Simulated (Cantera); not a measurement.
Cantera run:

```python
import numpy as np
import cantera as ct

gas_names = [...]  # 83 gases of nasa_gas.yaml made of C, H, S
cond_names = """
    C(gr) C6H6(L) C7H8(L) C8H18(L),n-octa S(cr1) S(cr2) S(L)
""".split()


# ... load() reads the species with a 1 bar reference pressure and builds the phases ...
atoms = {
    'CS2': {'C': 1, 'S': 2},
    'H2': {'H': 2},
}
top_T = {'C(gr)': 4500}  # K; cautious upper limits of use, not melting points


# ... equilibrate(T, P, feed) seeds the gas with the atoms and calls Mixture.equilibrate('TP', solver="vcs", rtol=1e-11, max_steps=5000) ...
results = []
feed = {'CS2': 1, 'H2': 0.2}  # mol
P = 13332.2  # Pa
for T in [1223, 1323, 1423, 1523, 1623, 1723, 1823, 1923]:
    mix = equilibrate(T, P, feed)
    results.append((T, P, feed, dict(zip(mix.species_names, mix.species_moles))))

top = {s: max(r[3][s] / sum(r[3][g] for g in gas_names) for r in results) for s in gas_names}
cols = sorted((s for s in top if top[s] > 1e-06), key=lambda s: -top[s])[:9]
seen = [c for c in cond_names if any(r[3].get(c, 0) > 1e-12 for r in results)]
print("log10 of partial pressures in bar; condensed amounts in mol")
print(f"{'T/K':>10s}" + "".join(f"{s[:9]:>10s}" for s in cols + seen))
for T, P, feed, n in results:
    ng = sum(n[g] for g in gas_names)
    print(f"{T:10.4g}" + "".join(f"{np.log10(max(n[s] / ng * P / 1e5, 1e-99)):10.3f}" for s in cols)
          + "".join(f"{n.get(c, 0):10.4g}" for c in seen))
```

Output:

```
log10 of partial pressures in bar; condensed amounts in mol
       T/K       CS2        S2        H2       H2S        CS        SH         S         H C2H2,acet     C(gr)
      1223    -1.024    -1.819    -2.148    -1.784    -5.393    -4.360    -7.010    -7.596    -8.954    0.1985
      1323    -1.028    -1.791    -1.981    -1.894    -4.688    -4.022    -6.296    -6.790    -8.064    0.1943
      1423    -1.031    -1.766    -1.872    -2.024    -4.085    -3.749    -5.683    -6.113    -7.336    0.1905
      1523    -1.035    -1.746    -1.803    -2.163    -3.562    -3.526    -5.149    -5.538    -6.730     0.188
      1623    -1.041    -1.729    -1.760    -2.304    -3.106    -3.340    -4.682    -5.041    -6.218    0.1859
      1723    -1.048    -1.718    -1.735    -2.442    -2.706    -3.183    -4.270    -4.607    -5.779    0.1819
      1823    -1.061    -1.713    -1.723    -2.578    -2.353    -3.051    -3.906    -4.225    -5.398     0.172
      1923    -1.083    -1.718    -1.721    -2.714    -2.044    -2.943    -3.584    -3.886    -5.066    0.1505
```

These are equilibrium values from Cantera (NASA tables, ideal gas, pure condensed phases), not measurements of a reactor. Gases not in the tables: S3 to S7.
